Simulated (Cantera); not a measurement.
**Reactions in the system C-Cl-Ti**

Source: NASA polynomial tables (part measured, part estimated), evaluated in Cantera. Values are per mole of reaction as written; species without (g) are pure solids or liquids, kept so even where they would boil at 1 bar.

CCl4(g) + 4 TiCl3(g) = 4 TiCl4(g) + C

| T (K) | ΔH° (kJ) | ΔS° (J/K) | ΔG° (kJ) | log10 K |
|---|---|---|---|---|
| 1075 | -796.8 | -146.1 | -639.7 | 31.08 |
| 1100 | -796.7 | -146.0 | -636.1 | 30.20 |
| 1125 | -796.6 | -145.9 | -632.4 | 29.36 |
| 1150 | -796.5 | -145.9 | -628.8 | 28.56 |
| 1175 | -796.5 | -145.8 | -625.1 | 27.79 |
